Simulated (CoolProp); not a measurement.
Vapour-liquid equilibrium of propane (1) + cyclopropane (2) at 1.43 MPa; x and y are mole fractions of (1).

Values from CoolProp's multi-fluid Helmholtz-energy mixture model, Lemmon 2009 and Polt 1992; pair parameters Bell 2016. This equation is an older, rougher fit; its heat capacities, sound speeds and derivatives of the liquid may be far off and weren't checked against measurements.

```csv
x,"bubble temperature, mixture model (K)","bubble temperature, Raoult's law (K)","y, mixture model","y, Raoult's law"
0.05,324.7,325.2,0.067,0.063
0.2,321.8,323.4,0.249,0.241
0.35,319.4,321.8,0.407,0.407
0.5,317.6,320.1,0.549,0.561
0.65,316.3,318.5,0.681,0.704
0.8,315.4,317.0,0.812,0.837
0.95,315.0,315.5,0.950,0.961
```

The largest gap from Raoult's law is -2.5 K in bubble temperature, at x = 0.5. No azeotrope shows between x = 0.05 and 0.95.

Pair parameters are fitted to limited data, so mixtures are less certain than the pure fluids.
